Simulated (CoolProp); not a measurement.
Vapour-liquid equilibrium of R152A (1) + isobutane (2) at 6.15 °C; x and y are mole fractions of (1).

Model: multi-fluid Helmholtz-energy mixture model, Outcalt 1996 and Bücker 2006; pair parameters Bell 2016, in CoolProp.

```csv
x,bubble pressure (MPa),y at the bubble point,dew pressure at overall composition x (MPa),liquid density (mol/L)
0.05,0.2307,0.188,0.2028,9.988
0.15,0.2855,0.390,0.2224,10.25
0.25,0.3217,0.497,0.2456,10.53
0.35,0.3449,0.564,0.2732,10.85
0.45,0.3595,0.611,0.3053,11.21
0.55,0.3683,0.650,0.3403,11.62
0.65,0.3730,0.687,0.3683,12.08
0.75,0.3736,0.731,0.3724,12.62
0.85,0.3675,0.794,0.3581,13.23
0.95,0.3475,0.904,0.3380,13.92
```

y crosses x between x = 0.65 and 0.75: the model has an azeotrope there.

The pair parameters rest on a limited set of measurements; away from them the model extrapolates.
